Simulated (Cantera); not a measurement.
Input: 1 mol Si, 0.61 mol Cl2, 5.8 mol N2, at 7.30 mbar.

Equilibrium computed with Cantera from the NASA thermochemical tables; the gas is ideal and each condensed phase is pure. Candidate condensed phases: Si, Si3N4; 13 gas species. N2 is the only nitrogen source here; it is nearly inert below about 1500 K, so the nitride shown seldom forms there in practice. The tables' values for SiCl3, SiCl are old estimates; treat these amounts as uncertain. Rates play no part.

log p: log10 of the partial pressure in bar; n: condensed amount in mol.

```
T (K)  log p N2  log p SiCl2  log p SiCl4  log p SiCl3  log p Cl  n Si3N4(s)
-----  --------  -----------  -----------  -----------  --------  ----------
648       -2.16         <-14        -3.40       -10.98      <-14       0.232
748       -2.16       -12.67        -3.40        -9.17         …       0.232
848       -2.16       -10.33        -3.40        -7.80         …       0.232
948       -2.16        -8.49        -3.40        -6.71         …       0.232
1048      -2.16        -7.01        -3.41        -5.84         …       0.232
1148      -2.16        -5.79        -3.41        -5.12         …       0.231
1248      -2.16        -4.79        -3.44        -4.54         …       0.228
1348      -2.16        -3.98        -3.56        -4.12         …       0.213
1448      -2.17        -3.43        -3.95        -3.98         …       0.175
1548      -2.18        -3.21        -4.80        -4.23         …       0.143
1648      -2.18        -3.16        -5.82        -4.66         …       0.134
1748      -2.18        -3.15        -6.79        -5.10         …       0.131
```

Q: Fill in the missing entries.

A: 
- 748, log p Cl: -13.74
- 848, log p Cl: -11.88
- 948, log p Cl: -10.41
- 1048, log p Cl: -9.21
- 1148, log p Cl: -8.23
- 1248, log p Cl: -7.40
- 1348, log p Cl: -6.73
- 1448, log p Cl: -6.21
- 1548, log p Cl: -5.89
- 1648, log p Cl: -5.68
- 1748, log p Cl: -5.51
